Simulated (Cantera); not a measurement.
A perfectly stirred reactor is fed with 6.75 % CO, 0.742 % H₂, 1.62 % CH₄, 7.02 % O₂, 83.7 % N₂, 0.196 % CO₂, equivalence ratio 1.00, at 0.380 bar; it is adiabatic with a 725 K inlet, and is followed from long to short residence time, starting on the burning branch (τ in s: 0.023, 0.011, 0.0055, 0.0027, 0.0013, 0.00064, 0.00031, 0.00015, 7.5e-05).

Computed with Cantera and GRI-Mech 3.0 (53 species, 325 reactions).

Task: Predict: blow-out, bracketed by the residence times tried; x(CO) at τ = 23.0 ms; x(H₂) at τ = 23.0 ms; x(CH₄) at τ = 23.0 ms; x(H₂O) at τ = 23.0 ms; x(O) at τ = 23.0 ms; x(CO) at τ = 1.30 ms; x(H₂) at τ = 1.30 ms; x(CH₄) at τ = 1.30 ms; x(H₂O) at τ = 1.30 ms; x(O) at τ = 1.30 ms.

Result: 
```
Item                                                                           Result
------------------------------------------------  -----------------------------------
blow-out, bracketed by the residence times tried  burning at 1.30 ms, out at 0.640 ms
x(CO) at τ = 23.0 ms                                                           0.0154
x(H₂) at τ = 23.0 ms                                                          0.00252
x(CH₄) at τ = 23.0 ms                                                         1.42e-5
x(H₂O) at τ = 23.0 ms                                                          0.0363
x(O) at τ = 23.0 ms                                                           0.00128
x(CO) at τ = 1.30 ms                                                           0.0366
x(H₂) at τ = 1.30 ms                                                          0.00398
x(CH₄) at τ = 1.30 ms                                                        0.000258
x(H₂O) at τ = 1.30 ms                                                          0.0317
x(O) at τ = 1.30 ms                                                           0.00278
```
